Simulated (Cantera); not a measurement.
Cantera with NASA thermochemical tables; ideal gases at 1 bar, condensed phases pure. Values are per mole of reaction as written; species without (g) are pure solids or liquids, kept so even where they would boil at 1 bar. VN: taken at fixed stoichiometry.

Task: Between 300 and 2050 K, where is each reaction favourable under standard conditions?
- 6 N(g) + V₂O₄ → 4 NO(g) + 2 VN
- NO₂(g) + 2 V₂O₄ → N(g) + 2 V₂O₅

Result: 
- 6 N(g) + V₂O₄ → 4 NO(g) + 2 VN: ΔG° is -1446 kJ at 300 K and -1096 kJ at 2050 K; it stays negative (K > 1). ΔH° is -1679 kJ and ΔS° -284 J/K at 2050 K.
- NO₂(g) + 2 V₂O₄ → N(g) + 2 V₂O₅: ΔG° is 201 kJ at 300 K and 197 kJ at 2050 K; it stays positive (K < 1). ΔH° is 76 kJ and ΔS° -59 J/K at 2050 K.
